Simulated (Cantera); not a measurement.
## Thermodynamics of carbon deposition, reforming and gasification, feed C₂H₅OH + O₂ + N₂ + H₂O

Input: 1 mol C₂H₅OH, 0.014 mol O₂, 18 mol N₂, 0.067 mol H₂O, at 2277 °C.

Cantera equilibrium calculation (NASA polynomials, part measured and part estimated; ideal gas, pure solids and liquids). Candidate condensed phases: C, C₆H₆, C₇H₈, C₈H₁₈, H₂O; 136 gas species. The ideal-gas law is rough above about 30 bar. Kinetics and transport are ignored.

| P (Pa) | log p N₂ | log p H | log p H₂ | log p CO | log p HCN | log p CN | n C(graphite) |
|---|---|---|---|---|---|---|---|
| 10 | -4.15 | -4.65 | -6.28 | -5.37 | -6.41 | -5.98 | 0 |
| 100 | -3.14 | -3.76 | -4.50 | -4.35 | -4.92 | -5.38 | 0.347 |
| 1000 | -2.12 | -3.06 | -3.11 | -3.33 | -3.71 | -4.87 | 0.303 |
| 10000 | -1.10 | -2.49 | -1.98 | -2.31 | -2.64 | -4.36 | 0.241 |
| 100000 | -0.10 | -1.97 | -0.93 | -1.31 | -1.61 | -3.86 | 0.216 |
| 1000000 | 0.90 | -1.46 | 0.08 | -0.31 | -0.60 | -3.36 | 0.208 |
| 10000000 | 1.90 | -0.96 | 1.08 | 0.69 | 0.40 | -2.86 | 0.201 |
log p: log10 of the partial pressure in bar; n: condensed amount in mol.

At 10.0 Pa nothing is condensed. From 1.00 mbar to 100 bar the condensed part is C(graphite). The main C-bearing gas is CO throughout. The share of C in condensed phases is highest at 1.00 mbar (17.4 %) and lowest at 10.0 Pa (0.0 %).
